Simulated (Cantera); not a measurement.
Input: 1 mol Si3N4, 0.53 mol O2, 2 mol N2, equilibrated at 1175 °C and 10.0 mbar.

Method: chemical equilibrium by Gibbs-energy minimisation in Cantera with the NASA 1993 tables (ideal gas, pure condensed phases). Candidate condensed phases: Si, SiO2, Si2N2O, Si3N4; 16 gas species. Mutual solubility and eutectic melting of coexisting phases are not modelled. The numbers say what is thermodynamically allowed, not how fast it happens.

Task: What is the equilibrium state?

Result: 
```
Quantity                              Value
--------------------------------  ---------
x(N2)                                 1.000
x(SiO)                              2.75e-6
n(Si2N2O(s))                       1.06 mol
n(Si3N4(s))                       0.293 mol
gas amount                        2.353 mol
log10 activity of Si(s) (absent)      -1.86
```
